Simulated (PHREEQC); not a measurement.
# Nickel, zinc or cadmium bath (model solution)

Consider water at 38 °C with 0.24 mol/kgw NiSO4, 0.00011 mol/kgw NaOH and 0.0023 mol/kgw H2SO4. Closed to the air; pH follows from the charge balance.

The numbers come from PHREEQC with the ion-association model, wateq4f.dat.

No solid was allowed to form.

Q: Predict the pH, ionic strength.

A: pH 3.10; ionic strength 0.431 mol/kgw.

Q: In which forms is S present?

A: NiSO4 54 %, SO4-2 44 %, HSO4- 1.4 % of the S.

Species that the database lacks are ignored. Away from 25 °C the constants follow the database's enthalpies or fits; those with neither stay at their 25 °C values.
